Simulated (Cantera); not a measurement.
Mixture: 12.3 % CH₃OH, 18.4 % O₂, 69.3 % N₂, at 0.849 atm, adiabatic and at constant pressure. Ignition delay is the time to a rise of 400 K.

Model: GRI-Mech 3.0 (53 species, 325 reactions), integrated in Cantera. GRI-Mech 3.0 was tuned for natural gas; its chemistry of methanol as a main component is partial and can be far from experiment.

Question: Predict: delay at 1075 K; delay at 1275 K; delay at 1475 K; delay at 1675 K; delay at 1875 K; apparent activation energy between 1775 and 1975 K.

Answer: 
```json
{
 "delay at 1075 K": "0.110 s",
 "delay at 1275 K": "3.47 ms",
 "delay at 1475 K": "0.326 ms",
 "delay at 1675 K": "64.2 µs",
 "delay at 1875 K": "19.5 µs",
 "apparent activation energy between 1775 and 1975 K": "150 kJ/mol"
}
```
